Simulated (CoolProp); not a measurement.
Vapour-liquid equilibrium of R125 (1) + R134a (2) at 234.5 K; x and y are mole fractions of (1).

Computed with CoolProp (multi-fluid Helmholtz-energy mixture model, Lemmon 2005 and Tillner-Roth 1994; pair parameters Lemmon 2004).

Give the bubble pressure and the first vapour's composition at x = 0.2, 0.35, 0.8. Is there an azeotrope?

x = 0.2: 0.7639 bar, y = 0.416; x = 0.35: 0.9202 bar, y = 0.601; x = 0.8: 1.374 bar, y = 0.913. No azeotrope shows between x = 0.05 and 0.95.

Pair parameters are fitted to limited data, so mixtures are less certain than the pure fluids.
